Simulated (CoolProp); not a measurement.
Values from CoolProp's reference Helmholtz-energy equation of state, Schmidt 1985.

Q: Give the vapour pressure (MPa), vapour Z, surface tension (mN/m), liquid viscosity (µPa s) of saturated oxygen at -193.05 °C.

A: 
| T (°C) | p (MPa) | vapour Z | surface tension (mN/m) | liquid viscosity (µPa s) |
|---|---|---|---|---|
| -193.05 | 0.0305 | 0.987 | 15.7 | 260 |

Viscosity comes from a separate model (Lemmon 2004). Surface tension comes from a separate correlation (Mulero 2012).
